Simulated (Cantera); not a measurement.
A freely propagating, adiabatic, planar premixed flame of 3.48 % C₃H₈, 20.2 % O₂, 76.3 % N₂, unburnt at 523 K and 7.11 atm; mixture-averaged transport, grid criteria slope 0.08 and curve 0.16, no radiation.

Computed with Cantera and GRI-Mech 3.0 (53 species, 325 reactions). GRI-Mech 3.0 was tuned for natural gas; its chemistry of propane as a main component is partial and can be far from experiment. Burning velocities carry a grid error of a few per cent, more on coarse grids.

x: mole fraction of selected species; z is measured from the peak of heat release.

| z (mm) | T (K) | u (m/s) | x C₃H₈ | x O₂ | x CH₂CO | x H | x C₂H₄ | x CH₂ |
|---|---|---|---|---|---|---|---|---|
| -0.195 | 523 | 0.612 | 0.0348 | 0.202 | 1.96e-8 | <1e-8 | 7.00e-7 | <1e-8 |
| -0.130 | 526 | 0.616 | 0.0348 | 0.202 | 4.35e-7 | <1e-8 | 1.21e-5 | <1e-8 |
| -0.0974 | 536 | 0.628 | 0.0347 | 0.201 | 2.80e-6 | <1e-8 | 6.52e-5 | <1e-8 |
| -0.0649 | … | 0.701 | 0.0341 | 0.194 | 2.89e-5 | <1e-8 | 0.000510 | <1e-8 |
| -0.0325 | … | 1.13 | 0.0261 | 0.159 | 0.000383 | 3.91e-6 | 0.00424 | 1.34e-8 |
| -0.0162 | … | 1.63 | 0.0110 | 0.119 | 0.00109 | 0.000104 | 0.00764 | 1.54e-6 |
| 0 | … | 2.16 | 0.000399 | 0.0746 | 0.00123 | 0.00107 | 0.00313 | 2.42e-5 |
| 0.0162 | 1931 | 2.40 | 2.63e-7 | 0.0510 | 0.000204 | 0.00201 | 0.000118 | 9.07e-6 |
| 0.0325 | 2022 | 2.50 | <1e-8 | 0.0420 | 1.27e-5 | 0.00201 | 1.81e-6 | 5.73e-7 |
| 0.0649 | 2123 | 2.61 | <1e-8 | 0.0353 | 5.88e-8 | 0.00142 | <1e-8 | <1e-8 |
| 0.130 | 2214 | 2.70 | <1e-8 | 0.0309 | <1e-8 | 0.000662 | <1e-8 | <1e-8 |
| 0.260 | 2272 | 2.76 | <1e-8 | 0.0283 | <1e-8 | 0.000252 | <1e-8 | <1e-8 |
| 0.519 | 2298 | 2.79 | <1e-8 | 0.0271 | <1e-8 | 0.000124 | <1e-8 | <1e-8 |

Question: Complete the blanks.

Answer: 
- -0.0649, T (K): 595
- -0.0325, T (K): 940
- -0.0162, T (K): 1328
- 0, T (K): 1733
